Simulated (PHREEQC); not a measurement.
Consider water at 25 °C with 0.00025 mol/kgw Cu(BF4)2, 0.0023 mol/kgw H2SO4 and 9.2e-05 mol/kgw NaCl. Closed to the air; pH follows from the charge balance.

Equilibrium calculation in PHREEQC: ion-association model, phreeqc.dat.

Precipitation was switched off in this run.

Problem. Estimate the pH.

Solution. pH 2.44.

Problem. In which forms is Cu present?

Solution. Cu+2 84 %, CuSO4 16 % of the Cu.

Complexes and solids missing from the database can't appear. Real BF4- forms and hydrolyses slowly; the run takes it at equilibrium.
